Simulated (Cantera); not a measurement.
Feed: 1 mol SiCl4, 2.2 mol Cl2, 0.62 mol H2, held at 14.0 bar.

Method: chemical equilibrium by Gibbs-energy minimisation in Cantera with the NASA 1993 tables (ideal gas, pure condensed phases). Candidate condensed phases: Si; 19 gas species. Equilibrium is a limit: real reactors are often held back by kinetics, nucleation or transport. All values below are at 750 °C.

Base state: Cl2 0.414, HCl 0.325, SiCl4 0.262, Cl 9.34e-5 (mole fractions); condensed: gas only.

**Question.** What changes in the equilibrium state with this change: SiCl4 replaced by Si?

**Answer.** 
| species | before | after |
|---|---|---|
| SiCl4 | 0.262 | 0.545 |
| H2 | <1e-9 | 0.226 |
| HCl | 0.325 | 0.224 |
| Cl2 | 0.414 | <1e-9 |
| SiHCl3 | <1e-9 | 0.00464 |
| Cl | 9.34e-5 | <1e-9 |
| SiCl3 | <1e-9 | 6.06e-5 |
The tables' values for SiCl3 are old estimates; treat these amounts as uncertain.
